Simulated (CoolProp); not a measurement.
Vapour-liquid equilibrium of p-xylene (1) + n-undecane (2) at 231.05 °C; x and y are mole fractions of (1).

Computed with CoolProp (multi-fluid Helmholtz-energy mixture model, Zhou 2012 and Aleksandrov 2011; pair parameters Bell 2016).

Question: Give the bubble pressure and the first vapour's composition at x = 0.05, 0.15, 0.65. Is there an azeotrope?

Answer: x = 0.05: 244.6 kPa, y = 0.120; x = 0.15: 287.6 kPa, y = 0.315; x = 0.65: 530.0 kPa, y = 0.832. No azeotrope shows between x = 0.05 and 0.95.

Pair parameters are fitted to limited data, so mixtures are less certain than the pure fluids.
